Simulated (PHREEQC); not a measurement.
0.024 g of hydrous ferric oxide (600 m²/g; 0.2 weak and 0.005 strong sites per Fe, Dzombak-Morel constants, diffuse double layer) in 1 kg of water with 0.05 mol/kgw of an inert sodium salt and 5.9e-05 mol Na2SeO4, at 25 °C; the pH is set by adding NaOH or the inert anion's acid. Oxygen alone is held at its pressure in air (log pO2 = -0.68). No CO2 enters from the air. Precipitation was switched off in this run.

Model: ion-association model, wateq4f.dat, run in PHREEQC.

```
pH    Se sorbed (%)  surface charge σ (C/m²)  surface potential ψ (mV)
----  -------------  -----------------------  ------------------------
3              30.0                    0.131                       118
3.5            29.7                    0.128                       117
4.5            25.6                    0.115                       112
5              20.7                    0.102                       106
6               8.3                    0.068                        87
6.5             3.3                    0.051                        73
7.5             0.1                    0.017                        31
8               0.0                    0.003                         6
9               0.0                   -0.026                       -45
9.5             0.0                   -0.046                       -69
10.5            0.0                   -0.111                      -110
11              0.0                   -0.158                      -128
```

Species that the database lacks are ignored. The oxide is taken as insoluble; below pH 4 it would dissolve.
